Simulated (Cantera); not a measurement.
A closed system holds: 1 mol SiH2Cl2, 2.3 mol NH3, 2.5 mol H2, equilibrated at 8.40 Pa.

Method: chemical equilibrium by Gibbs-energy minimisation in Cantera with the NASA 1993 tables (ideal gas, pure condensed phases). Candidate condensed phases: NH4Cl, Si, Si3N4; 28 gas species. Mutual solubility and eutectic melting of coexisting phases are not modelled. Gases not in the tables: Si2H6 and higher silanes. The numbers say what is thermodynamically allowed, not how fast it happens.

**Question.** Which condensed phases are stable at each of these points (T (°C)): 1100, 1150, 1200, 1250, 1300, 1350, 1400, 1450, 1500, 1550, 1600?

**Answer.** 
```csv
T (°C),condensed phases,Si condensed (%)
1100,Si3N4(s),61.2
1150,Si(s) + Si3N4(s),51.1
1200,Si(s),50.3
1250,Si(s),49.5
1300,Si(s),48.5
1350,Si(s),46.7
1400,Si(s),43.1
1450,Si(l),36.9
1500,Si(l),24.0
1550,gas only,0.0
1600,gas only,0.0
```

At 1100 °C the condensed part is Si3N4(s). At 1150 °C the condensed part is Si(s) + Si3N4(s). From 1200 °C to 1400 °C the condensed part is Si(s). From 1450 °C to 1500 °C the condensed part is Si(l). From 1550 °C to 1600 °C nothing is condensed.
